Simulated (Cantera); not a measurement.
## Adiabatic ignition

An adiabatic, constant-volume homogeneous reactor starts with 12.8 % H2, 18.3 % O2, 68.8 % N2, equivalence ratio 0.35, at 1500 K and 0.987 atm.

Computed with Cantera and the H2/O2 subset of GRI-Mech 3.0, which has no nitrogen chemistry.

```csv
t (s),T (K),P (bar),x H2,x O2,x H2O,x H,x HO2,x H2O2,x O
6.00e-6,1500,1.00,0.128,0.183,3.68e-5,2.73e-5,1.90e-6,1.87e-8,9.34e-6
1.96e-5,1751,1.15,0.0125,0.115,0.0934,0.0330,3.79e-5,1.24e-6,0.0328
6.42e-5,2288,1.46,0.00572,0.118,0.116,0.00595,1.20e-5,2.77e-7,0.0138
0.000210,2487,1.56,0.00183,0.122,0.127,0.000918,1.15e-5,3.65e-7,0.00428
0.000687,2494,1.57,0.00169,0.122,0.128,0.000810,1.19e-5,3.89e-7,0.00395
0.00225,2494,1.57,0.00169,0.122,0.128,0.000810,1.19e-5,3.89e-7,0.00395
0.00735,2494,1.57,0.00169,0.122,0.128,0.000810,1.19e-5,3.89e-7,0.00395
0.0240,2494,1.57,0.00169,0.122,0.128,0.000810,1.19e-5,3.89e-7,0.00395
0.0786,2494,1.57,0.00169,0.122,0.128,0.000810,1.19e-5,3.89e-7,0.00395
0.257,2494,1.57,0.00169,0.122,0.128,0.000810,1.19e-5,3.89e-7,0.00395
0.841,2494,1.57,0.00169,0.122,0.128,0.000810,1.19e-5,3.89e-7,0.00395
2.75,2494,1.57,0.00169,0.122,0.128,0.000810,1.19e-5,3.89e-7,0.00395
9.00,2494,1.57,0.00169,0.122,0.128,0.000810,1.19e-5,3.89e-7,0.00395
```
x: mole fraction; the columns are a selection and need not sum to one.

| Quantity | Value |
|---|---|
| time of steepest temperature rise | 15.6 µs |
| temperature at 9.00 s | 2494 K |
| equilibrium temperature | 2494 K |
| x(H2) at 9.00 s | 0.00169 (gas-phase equilibrium 0.00169) |
| x(O2) at 9.00 s | 0.122 (gas-phase equilibrium 0.122) |
| x(H2O) at 9.00 s | 0.128 (gas-phase equilibrium 0.128) |
